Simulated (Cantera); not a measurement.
A perfectly stirred reactor is fed with C2H6 : O2 : N2 : H2O = 1 : 1.94 : 7.31 : 1.6 (molar parts), equivalence ratio 1.8, at 4.84 atm; it is adiabatic with a 575 K inlet, and is followed from long to short residence time, starting on the burning branch (τ in s: 0.25, 0.094, 0.036, 0.013, 0.0051, 0.0019, 0.00072, 0.00027, 0.0001, 3.9e-05, 1.5e-05).

Detailed kinetics in Cantera: GRI-Mech 3.0 (53 species, 325 reactions).

```csv
quantity,before,after
"blow-out, bracketed by the residence times tried","burning at 0.720 ms, out at 0.270 ms","burning at 0.270 ms, out at 0.100 ms"
x(C2H6) at τ = 0.250 s,3.75e-6,1.99e-6
x(O2) at τ = 0.250 s,0.000133,8.65e-5
x(H2O) at τ = 0.250 s,0.219,0.215
x(CH3) at τ = 0.250 s,6.77e-5,6.27e-5
x(CH4) at τ = 0.250 s,0.00503,0.00339
x(C2H6) at τ = 1.90 ms,0.000247,0.000154
x(O2) at τ = 1.90 ms,0.00566,0.00434
x(H2O) at τ = 1.90 ms,0.243,0.241
x(CH3) at τ = 1.90 ms,0.000484,0.000563
x(CH4) at τ = 1.90 ms,0.00968,0.00924
```

Task: What was changed between the two runs?
A) O2 1.94 to 1.5 parts
B) N2 7.31 to 9.5 parts
C) pressure from 4.84 atm to 1.28 atm
D) inlet temperature 575 to 650 K

Result: D, inlet temperature 575 to 650 K
